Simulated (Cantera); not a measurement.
Charge: 1 mol C2H5OH, 0.049 mol H2O, 11 mol H2, held at 4430 Torr.

Equilibrium computed with Cantera from the NASA thermochemical tables; the gas is ideal and each condensed phase is pure. Candidate condensed phases: C, C6H6, C7H8, C8H18, H2O; 110 gas species. Kinetics and transport are ignored. All values below are at 1250 K.

Base state: H2 0.877, CO 0.0675, CH4 0.0499, H2O 0.00526, CO2 0.000259 (mole fractions); condensed: C(graphite).

What changes in the equilibrium state with this change: H2O from 0.049 to 2.1 mol?


```
species             before    after
----------------  --------  -------
H2                   0.877    0.826
CO                  0.0675    0.101
H2O                0.00526   0.0619
CH4                 0.0499  0.00533
CO2               0.000259  0.00486
C(graphite), mol     0.316        0
```
